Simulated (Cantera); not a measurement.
A Cantera script and its output.

```python
import numpy as np
import cantera as ct

gas = ct.Solution("gri30.yaml", transport_model="mixture-averaged")
show = ['H', 'OH', 'H2O']

rows = []
print(f"{'T/K':>7s}{'rho':>11s}{'cp':>10s}{'mu':>11s}{'lambda':>11s}{'Pr':>7s}" + "".join(f"{'D_' + s:>11s}" for s in show))
for T in [400, 550, 700, 850, 1000, 1150]:
    gas.TPX = T, 210, {'NH3': 0.41, 'C2H6': 0.5}
    Pr = gas.cp_mass * gas.viscosity / gas.thermal_conductivity
    D = [gas.mix_diff_coeffs_mole[gas.species_index(s)] for s in show]
    rows.append([gas.density, gas.cp_mass, gas.viscosity, gas.thermal_conductivity, Pr, *D])
    print(f"{T:7g}{gas.density:11.4e}{gas.cp_mass:10.1f}{gas.viscosity:11.4e}"
          f"{gas.thermal_conductivity:11.4e}{Pr:7.3f}" + "".join(f"{d:11.4e}" for d in D))
print("SI units: kg/m3, J/kg/K, Pa s, W/m/K, m2/s")
```

Result:

```
    T/K        rho        cp         mu     lambda     Pr        D_H       D_OH      D_H2O
    400 1.5278e-03    2199.2 1.2968e-05 3.9281e-02  0.726 7.9421e-02 2.1714e-02 1.4355e-02
    550 1.1111e-03    2714.8 1.7369e-05 6.3897e-02  0.738 1.4210e-01 3.8185e-02 2.7041e-02
    700 8.7301e-04    3161.0 2.1388e-05 9.0725e-02  0.745 2.1810e-01 5.8001e-02 4.3123e-02
    850 7.1895e-04    3516.8 2.5086e-05 1.1836e-01  0.745 3.0606e-01 8.0847e-02 6.2241e-02
   1000 6.1111e-04    3838.7 2.8520e-05 1.4607e-01  0.750 4.0500e-01 1.0650e-01 8.4122e-02
   1150 5.3140e-04    4096.4 3.1734e-05 1.7344e-01  0.750 5.1421e-01 1.3479e-01 1.0855e-01
SI units: kg/m3, J/kg/K, Pa s, W/m/K, m2/s
```

Computed with Cantera and GRI-Mech 3.0 (53 species, 325 reactions). Polar gases are described roughly by these parameters. The composition is frozen, though it would react at the higher temperatures.
